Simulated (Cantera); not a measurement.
Feed: 1 mol SiC, 0.59 mol O2, 2.2 mol H2, held at 5.20e-6 bar.

Cantera equilibrium calculation (NASA polynomials, part measured and part estimated; ideal gas, pure solids and liquids). Candidate condensed phases: C, C6H6, C7H8, C8H18, H2O, Si, SiC, SiO2; 123 gas species. Equilibrium is a limit: real reactors are often held back by kinetics, nucleation or transport.

x: gas mole fraction; n: condensed amount in mol.

```json
[
 {"T (K)": "1548", "x H2": "0.641", "x H": "0.0108", "x CO": "0.174", "x Si": "0.00109", "x SiO": "0.173", "x Si2C": "2.39e-6", "n SiC(s)": "0.408"},
 {"T (K)": "1598", "x H2": "0.633", "x H": "0.0186", "x CO": "0.174", "x Si": "0.00346", "x SiO": "0.171", "x Si2C": "1.08e-5", "n SiC(s)": "0.404"},
 {"T (K)": "1648", "x H2": "0.619", "x H": "0.0307", "x CO": "0.175", "x Si": "0.0101", "x SiO": "0.165", "x Si2C": "4.41e-5", "n SiC(s)": "0.392"},
 {"T (K)": "1698", "x H2": "0.593", "x H": "0.0488", "x CO": "0.179", "x Si": "0.0268", "x SiO": "0.152", "x Si2C": "0.000160", "n SiC(s)": "0.361"},
 {"T (K)": "1748", "x H2": "0.549", "x H": "0.0742", "x CO": "0.189", "x Si": "0.0624", "x SiO": "0.126", "x Si2C": "0.000498", "n SiC(s)": "0.289"},
 {"T (K)": "1798", "x H2": "0.483", "x H": "0.107", "x CO": "0.205", "x Si": "0.121", "x SiO": "0.0825", "x Si2C": "0.00127", "n SiC(s)": "0.153"},
 {"T (K)": "1848", "x H2": "0.412", "x H": "0.149", "x CO": "0.219", "x Si": "0.175", "x SiO": "0.0419", "x Si2C": "0.00187", "n SiC(s)": "0"},
 {"T (K)": "1898", "x H2": "0.366", "x H": "0.207", "x CO": "0.213", "x Si": "0.173", "x SiO": "0.0390", "x Si2C": "0.000473", "n SiC(s)": "0"},
 {"T (K)": "1948", "x H2": "___", "x H": "___", "x CO": "0.205", "x Si": "0.168", "x SiO": "0.0371", "x Si2C": "___", "n SiC(s)": "0"},
 {"T (K)": "1998", "x H2": "___", "x H": "___", "x CO": "0.196", "x Si": "0.160", "x SiO": "0.0353", "x Si2C": "___", "n SiC(s)": "0"},
 {"T (K)": "2048", "x H2": "0.194", "x H": "0.433", "x CO": "0.187", "x Si": "0.153", "x SiO": "0.0336", "x Si2C": "7.66e-6", "n SiC(s)": "0"}
]
```

Problem. Complete the blanks.

Solution. 
- 1948, x H2: 0.313
- 1948, x H: 0.277
- 1948, x Si2C: 0.000116
- 1998, x H2: 0.254
- 1998, x H: 0.354
- 1998, x Si2C: 2.91e-5
